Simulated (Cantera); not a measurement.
# AlCl3 + NH3 + N2 (aluminium nitride and oxide growth)

Input: 1 mol AlCl3, a varied amount of NH3, 47 mol N2, held at 1675 K and 368 Torr.

Cantera equilibrium calculation (NASA polynomials, part measured and part estimated; ideal gas, pure solids and liquids). Candidate condensed phases: Al, AlCl3, AlN, NH4Cl; 20 gas species. The tables' values for AlCl2 are old estimates; treat these amounts as uncertain. Rates play no part.

```tsv
n(NH3) (mol)	log p N2	log p H2	log p HCl	log p AlCl3	log p AlCl2	log p AlCl	log p H	log p Cl	n AlN(s)
1	-0.33	-1.94	-2.19	-2.19	-2.90	-2.97	-4.91	-5.27	0.102
1.9	-0.35	-1.65	-2.07	-2.26	-2.94	-2.99	-4.76	-5.29	0.187
3.4	-0.36	-1.40	-1.98	-2.35	-3.00	-3.01	-4.63	-5.33	0.282
6.3	-0.39	-1.15	-1.91	-2.50	-3.09	-3.05	-4.51	-5.38	0.397
12	-0.45	-0.94	-1.89	-2.73	-3.24	-3.11	-4.40	-5.47	0.528
22	-0.51	-0.77	-1.92	-3.05	-3.44	-3.19	-4.32	-5.58	0.643
40	-0.59	-0.65	-2.02	-3.47	-3.71	-3.31	-4.26	-5.74	0.733
73	-0.68	-0.56	-2.17	-4.01	-4.06	-3.46	-4.22	-5.93	0.790
130	-0.75	-0.51	-2.36	-4.61	-4.44	-3.64	-4.19	-6.14	0.817
250	-0.81	-0.48	-2.60	-5.37	-4.94	-3.87	-4.17	-6.40	0.830
460	-0.85	-0.46	-2.84	-6.11	-5.42	-4.10	-4.16	-6.66	0.834
```
log p: log10 of the partial pressure in bar; n: condensed amount in mol.

From 1 mol NH3 to 460 mol NH3 the condensed part is AlN(s). The main Al-bearing gas is AlCl3 at 1 mol NH3 and AlCl at 460 mol NH3. The share of Al in condensed phases is highest at 460 mol NH3 (83.4 %) and lowest at 1 mol NH3 (10.2 %).
